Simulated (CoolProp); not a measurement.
n-perfluorohexane along the isotherm 344.3 K: density (kg/m³) from the reference equation and from simpler models built on Tc = 448.0 K, pc = 17.42 bar, ω = 0.497; each cubic takes its own stable root.

Computed with CoolProp (reference Helmholtz-energy equation of state, Gao 2022).

| p (bar) | phase | reference |
|---|---|---|
| 0.0826 | gas | 0.9795 |
| 0.129 | gas | 1.533 |
| 0.2 | gas | 2.386 |
| 0.312 | gas | 3.744 |
| 0.486 | gas | 5.886 |
| 0.756 | gas | 9.293 |
| 1.18 | gas | 14.87 |
| 1.83 | liquid | 1533 |
| 2.85 | liquid | 1533 |
| 4.44 | liquid | 1535 |
| 6.92 | liquid | 1537 |
| 10.8 | liquid | 1540 |
| 16.8 | liquid | 1544 |
| 26.1 | liquid | 1551 |

**Question.** How far does each simpler model (van der Waals, Redlich-Kwong, Soave-Redlich-Kwong, Peng-Robinson) lie from the reference over these 14 states: mean and median of the absolute difference, and the worst?

**Answer.** 
- van der Waals: mean 33.7 %, median 22.2 %, worst -98.5 % at 344.3 K and 1.83 bar
- Redlich-Kwong: mean 21.5 %, median 10.0 %, worst -98.5 % at 344.3 K and 1.83 bar
- Soave-Redlich-Kwong: mean 7.0 %, median 6.6 %, worst -14.3 % at 344.3 K and 1.83 bar
- Peng-Robinson: mean 1.3 %, median 0.9 %, worst -2.9 % at 344.3 K and 1.83 bar

At some of these states van der Waals, Redlich-Kwong gives the other phase, because its saturation line lies elsewhere.
